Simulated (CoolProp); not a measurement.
Ammonia along the isotherm 725 K: fugacity coefficient from the reference equation and from simpler models built on Tc = 405.6 K, pc = 11.36 MPa, ω = 0.256; each cubic takes its own stable root.

Model: reference Helmholtz-energy equation of state, Gao 2020, in CoolProp.

```csv
p (MPa),phase,reference
7.1,gas,0.9788
14.2,supercritical,0.9592
21.3,supercritical,0.9412
28.4,supercritical,0.9251
35.5,supercritical,0.9108
42.6,supercritical,0.8982
49.7,supercritical,0.8874
56.8,supercritical,0.8784
```

Problem. How far does each simpler model (van der Waals, Redlich-Kwong, Soave-Redlich-Kwong) lie from the reference over these 8 states: mean and median of the absolute difference, and the worst?

Solution. 
- van der Waals: mean 6.7 %, median 7.2 %, worst -10.1 % at 725 K and 56.8 MPa
- Redlich-Kwong: mean 3.1 %, median 3.5 %, worst -4.3 % at 725 K and 56.8 MPa
- Soave-Redlich-Kwong: mean 6.0 %, median 5.8 %, worst +11.3 % at 725 K and 56.8 MPa
